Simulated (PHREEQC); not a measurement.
Dissolve 0.0065 mol/kgw CuSO4, 0.051 mol/kgw H2SO4 and 0.011 mol/kgw NaCl at 20 °C. Closed to the air; pH follows from the charge balance.

The numbers come from PHREEQC with the ion-association model, phreeqc.dat.

Question: The ionic strength comes out as 0.105 mol/kgw. What activity coefficients do NaSO4-, HSO4-, CuCl+, SO4-2, Cu+2 get?

Answer: NaSO4- 0.79, HSO4- 0.78, CuCl+ 0.77, SO4-2 0.37, Cu+2 0.40.

Precipitation was switched off in this run. Complexes and solids missing from the database can't appear.
